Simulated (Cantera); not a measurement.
Transport properties of process gases

Gas mixture: H₂O : CO = 0.27 : 0.35 (molar parts), at 1.10 bar, frozen composition.

Cantera's kinetic-theory transport with the Lennard-Jones parameters of GRI-Mech 3.0, ideal gas; thermal conductivity in the mixture-averaged form. Polar gases are described roughly by these parameters.

```
T (K)  ρ (kg/m³)  cp (J/kg/K)  μ (µPa s)  λ (mW/m/K)     Pr  D (cm²/s) CH₄  D (cm²/s) OH  D (cm²/s) O
-----  ---------  -----------  ---------  ----------  -----  -------------  ------------  -----------
400        0.782         1332       18.5        33.9  0.728          0.352         0.520        0.529
600        0.522         1394       26.0        50.6  0.718          0.729          1.05         1.07
800        0.391         1474       32.9        68.1  0.712           1.21          1.72         1.75
1000       0.313         1551       39.2        85.8  0.709           1.77          2.51         2.56
1200       0.261         1623       45.1         103  0.707           2.41          3.41         3.47
1400       0.224         1684       50.7         121  0.707           3.13          4.41         4.49
```
D: mixture-averaged diffusion coefficient of that species in the mixture.
